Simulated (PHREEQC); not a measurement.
1 kg of water holding 0.091 mol NaCl and 0.017 mol K2CO3 meets 20 L of dry gas (CO2 1 by moles) at fixed total pressure, at 100 °C; fugacities by Peng-Robinson. The gases take part in no redox reaction, some water evaporates into the gas, and hydrates or a liquid gas phase aren't modelled. Precipitation was switched off in this run.

Equilibrium calculation in PHREEQC: ion-association model, phreeqc.dat.

```tsv
P (atm)	dissolved CO2 (all carbonate carbon) (mol/kgw)	φ of CO2	pH
2	0.0445	0.996	6.80
5	0.0746	0.987	6.21
10	0.124	0.974	5.87
20	0.219	0.948	5.56
30	0.309	0.923	5.39
40	0.394	0.898	5.27
50	0.474	0.874	5.19
75	0.651	0.818	5.05
100	0.797	0.766	4.95
150	1.01	0.676	4.85
200	1.15	0.607	4.79
300	1.33	0.523	4.71
400	1.46	0.480	4.64
```

At this temperature some constants are extrapolated from 25 °C, and those without enthalpy data are left unchanged.
